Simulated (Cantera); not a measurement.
Feed: 1 mol SiCl4, 0.85 mol Cl2, a varied amount of H2, at 1100 °C and 92.0 mbar.

Cantera equilibrium calculation (NASA polynomials, part measured and part estimated; ideal gas, pure solids and liquids). Candidate condensed phases: Si; 19 gas species. The tables' values for SiCl3 are old estimates; treat these amounts as uncertain. The numbers say what is thermodynamically allowed, not how fast it happens.

x: gas mole fraction; n: condensed amount in mol.

```json
[
 {"n(H2) (mol)": "6.7", "x H2": "0.612", "x HCl": "0.276", "x SiCl4": "0.0567", "x SiCl2": "0.0288", "x SiCl3": "0.0188", "n Si(s)": "0"},
 {"n(H2) (mol)": "10", "x H2": "?", "x HCl": "?", "x SiCl4": "?", "x SiCl2": "0.0293", "x SiCl3": "0.0141", "n Si(s)": "0"},
 {"n(H2) (mol)": "16", "x H2": "0.786", "x HCl": "0.160", "x SiCl4": "0.0138", "x SiCl2": "0.0269", "x SiCl3": "0.00898", "n Si(s)": "0"},
 {"n(H2) (mol)": "26", "x H2": "0.853", "x HCl": "0.112", "x SiCl4": "0.00515", "x SiCl2": "0.0222", "x SiCl3": "0.00498", "n Si(s)": "0"},
 {"n(H2) (mol)": "41", "x H2": "0.900", "x HCl": "0.0773", "x SiCl4": "0.00179", "x SiCl2": "0.0171", "x SiCl3": "0.00257", "n Si(s)": "0"},
 {"n(H2) (mol)": "64", "x H2": "0.930", "x HCl": "0.0574", "x SiCl4": "0.000572", "x SiCl2": "0.0102", "x SiCl3": "0.00112", "n Si(s)": "0.161"},
 {"n(H2) (mol)": "100", "x H2": "0.952", "x HCl": "?", "x SiCl4": "?", "x SiCl2": "?", "x SiCl3": "0.000427", "n Si(s)": "?"},
 {"n(H2) (mol)": "160", "x H2": "0.968", "x HCl": "0.0291", "x SiCl4": "3.50e-5", "x SiCl2": "0.00252", "x SiCl3": "0.000138", "n Si(s)": "0.545"},
 {"n(H2) (mol)": "250", "x H2": "0.979", "x HCl": "0.0200", "x SiCl4": "7.52e-6", "x SiCl2": "0.00117", "x SiCl3": "4.36e-5", "n Si(s)": "0.682"},
 {"n(H2) (mol)": "390", "x H2": "0.986", "x HCl": "0.0134", "x SiCl4": "1.50e-6", "x SiCl2": "0.000523", "x SiCl3": "1.30e-5", "n Si(s)": "0.784"}
]
```

Problem. Complete the blanks.

Solution. 
- 100, x HCl: 0.0421
- 100, x SiCl4: 0.000157
- 100, x SiCl2: 0.00535
- 100, n Si(s): 0.362
- 10, x H2: 0.701
- 10, x HCl: 0.218
- 10, x SiCl4: 0.0313
